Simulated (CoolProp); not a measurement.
Saturated liquid density (kg/m³) of ethanol: the reference equation beside estimates from Tc = 514.7 K, pc = 6268 kPa, ω = 0.644. Rackett uses Z = 0.29056 − 0.08775 ω.

Model: reference Helmholtz-energy equation of state, Schroeder 2014, in CoolProp.

| T (K) | reference | Rackett | van der Waals | Redlich-Kwong | Soave-Redlich-Kwong |
|---|---|---|---|---|---|
| 348.5 | 739.4 | 825.0 | 392.7 | 571.7 | 625.7 |
| 367.8 | 719.8 | 795.5 | 380.2 | 549.5 | 605.7 |
| 387 | 698.2 | 764.4 | 366.8 | 525.6 | 583.1 |
| 406.3 | 673.8 | 731.1 | 352.1 | 499.3 | 557.1 |
| 425.5 | 645.8 | 695.1 | 336.1 | 470.4 | 527.3 |
| 444.7 | 613.4 | 655.4 | 318.2 | 438.1 | 492.3 |
| 464 | 575.6 | 609.7 | 297.3 | 400.7 | 450.0 |
| 483.2 | 529.1 | 554.3 | 272.0 | 356.0 | 396.8 |

Absolute difference from the reference over all 8 rows, mean and median: Rackett 8.2 and 8.1 %, van der Waals 47.8 and 47.9 %, Redlich-Kwong 27.0 and 26.5 %, Soave-Redlich-Kwong 18.7 and 17.8 %.
